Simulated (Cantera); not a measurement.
An adiabatic, constant-pressure homogeneous reactor starts with CH4 : CO : O2 : N2 = 1 : 0.1 : 2.41 : 26.5 (molar parts), at 1798 K and 7.70 bar. Integrator tolerance rtol = 1e-08.

Model: GRI-Mech 3.0 (53 species, 325 reactions), integrated in Cantera.

```
quantity                                                            before                                     after
---------------------------------  ---------------------------------------  ----------------------------------------
time of steepest temperature rise                                  42.7 µs                                   0.221 s
temperature at 2.00 s                                               2466 K                                    1791 K
equilibrium temperature                                             2466 K                                    1789 K
x(CH4) at 2.00 s                     <1e-12 (gas-phase equilibrium <1e-12)     <1e-12 (gas-phase equilibrium <1e-12)
x(CO) at 2.00 s                    0.00354 (gas-phase equilibrium 0.00354)   2.29e-5 (gas-phase equilibrium 2.28e-5)
x(O2) at 2.00 s                      0.0108 (gas-phase equilibrium 0.0108)     0.0120 (gas-phase equilibrium 0.0115)
x(NO) at 2.00 s                    0.00520 (gas-phase equilibrium 0.00520)  6.30e-5 (gas-phase equilibrium 0.000997)
x(CH2) at 2.00 s                     <1e-12 (gas-phase equilibrium <1e-12)     <1e-12 (gas-phase equilibrium <1e-12)
x(HO2) at 2.00 s                   1.88e-6 (gas-phase equilibrium 1.88e-6)   1.76e-7 (gas-phase equilibrium 1.69e-7)
x(CH2CO) at 2.00 s                   <1e-12 (gas-phase equilibrium <1e-12)     <1e-12 (gas-phase equilibrium <1e-12)
```

**Question.** What was changed between the two runs?
A) initial temperature 1798 to 1025 K
B) pressure from 7.70 bar to 1.20 bar
C) initial temperature 1798 to 1100 K
D) constant volume in place of constant pressure

**Answer.** A, initial temperature 1798 to 1025 K
